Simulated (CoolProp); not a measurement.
Vapour-liquid equilibrium of chloromethane (R40) (1) + isobutene (2) at 2.81 MPa; x and y are mole fractions of (1).

The numbers come from the multi-fluid Helmholtz-energy mixture model, Thol 2014 and Lemmon 2005; pair parameters Bell 2016 in CoolProp.

### Question
Give the bubble temperature and the first vapour's composition at x = 0.15, 0.55, 0.85. Is there an azeotrope?

### Answer
x = 0.15: 116.8 °C, y = 0.197; x = 0.55: 103.1 °C, y = 0.625; x = 0.85: 95.6 °C, y = 0.883. No azeotrope shows between x = 0.05 and 0.95.

Pair parameters are fitted to limited data, so mixtures are less certain than the pure fluids.
